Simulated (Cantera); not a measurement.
What does this Cantera script print?

```python
import numpy as np
import cantera as ct

gas_names = """
    Cr CrN CrO CrO2 CrO3 N NO NO2 NO3 N2 N2O O O2 O3
""".split()
cond_names = """
    Cr(cr) Cr(L) CrN(s) Cr2N(s) Cr2O3(s) Cr2O3(L)
""".split()


# ... load() reads the species with a 1 bar reference pressure and builds the phases ...
atoms = {
    'Cr': {'Cr': 1},
    'N2O': {'N': 2, 'O': 1},
}
top_T = {'CrN(s)': 1900, 'Cr2N(s)': 1900}  # K; cautious upper limits of use, not melting points


# ... equilibrate(T, P, feed) seeds the gas with the atoms and calls Mixture.equilibrate('TP', solver="vcs", rtol=1e-11, max_steps=5000) ...
results = []
feed = {'Cr': 1, 'N2O': 0.81}  # mol
T = 850  # K
P = 133.322  # Pa
mix = equilibrate(T, P, feed)
results.append((T, P, feed, dict(zip(mix.species_names, mix.species_moles))))
print(gas.report(threshold=0.001))
for i in range(1, mix.n_phases):
    print(f"{mix.phase(i).name:16s} {mix.phase_moles(i):12.5e} mol")
```

Result:

```
       temperature   850 K
          pressure   133.32 Pa
           density   0.00052847 kg/m^3
  mean mol. weight   28.014 kg/kmol
   phase of matter   gas

                          1 kg             1 kmol
                     ---------------   ---------------
          enthalpy        5.9345e+05        1.6625e+07  J
   internal energy        3.4118e+05        9.5577e+06  J
           entropy            9922.8        2.7798e+05  J/K
    Gibbs function       -7.8409e+06       -2.1966e+08  J
 heat capacity c_p            1134.5             31783  J/K
 heat capacity c_v            837.75             23469  J/K

                      mass frac. Y      mole frac. X     chem. pot. / RT
                     ---------------   ---------------   ---------------
                N2                 1                 1           -31.081
     [  +13 minor]        6.5268e-16        3.5165e-16

Cr(cr)            0.00000e+00 mol
CrN(s)            4.60000e-01 mol
Cr2N(s)           0.00000e+00 mol
Cr2O3(s)          2.70000e-01 mol
```

These are equilibrium values from Cantera (NASA tables, ideal gas, pure condensed phases), not measurements of a reactor.
